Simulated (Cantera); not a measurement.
Charge: 1 mol CH3F, 0.11 mol Si, 0.8 mol H2, equilibrated at 1223 K and 1.20 Pa.

These are equilibrium values from Cantera (NASA tables, ideal gas, pure condensed phases), not measurements of a reactor. Candidate condensed phases: C, C6H6, C7H8, C8H18, Si, SiC; 113 gas species. The tables' values for SiF3 are old estimates; treat these amounts as uncertain. Equilibrium is a limit: real reactors are often held back by kinetics, nucleation or transport.

Base state: H2 0.751, HF 0.208, SiF4 0.0407, SiF3 0.000167, H 7.52e-5 (mole fractions); condensed: C(graphite).

**Question.** What changes in the equilibrium state with this change: temperature from 1223 K to 2425 K?

**Answer.** 
| species | before | after |
|---|---|---|
| H | 7.52e-5 | 0.736 |
| HF | 0.208 | 0.189 |
| H2 | 0.751 | 0.0203 |
| SiF4 | 0.0407 | 8.41e-7 |
| Si | <1e-9 | 0.0145 |
| C3 | <1e-9 | 0.0124 |
| F | <1e-9 | 0.0117 |
| C | <1e-9 | 0.00479 |
| SiC2 | <1e-9 | 0.00301 |
| SiF | <1e-9 | 0.00243 |
| C2 | <1e-9 | 0.00113 |
| C2H | <1e-9 | 0.000350 |
| C(graphite), mol | 1.000 | 0.753 |
The tables' values for SiF2, SiF, SiF3 are old estimates; treat these amounts as uncertain.

**Question.** What changes in the equilibrium state with this change: Si from 0.11 to 0.027 mol?

**Answer.** 
| species | before | after |
|---|---|---|
| H2 | 0.751 | 0.669 |
| HF | 0.208 | 0.322 |
| SiF4 | 0.0407 | 0.00971 |
| SiF3 | 0.000167 | 2.43e-5 |
| H | 7.52e-5 | 7.10e-5 |
| C(graphite), mol | 1.000 | 1.000 |

**Question.** What changes in the equilibrium state with this change: CH3F replaced by c-C4F8?

**Answer.** 
```csv
species,before,after
HF,0.208,0.500
CF4,<1e-9,0.466
SiF4,0.0407,0.0344
H2,0.751,<1e-9
SiF3,0.000167,<1e-9
H,7.52e-5,<1e-9
CF2,<1e-9,5.17e-5
"C(graphite), mol",1.000,2.51
```
The feed counts by its element totals alone. Gases not in the tables: C2F6 and larger saturated fluorocarbons.
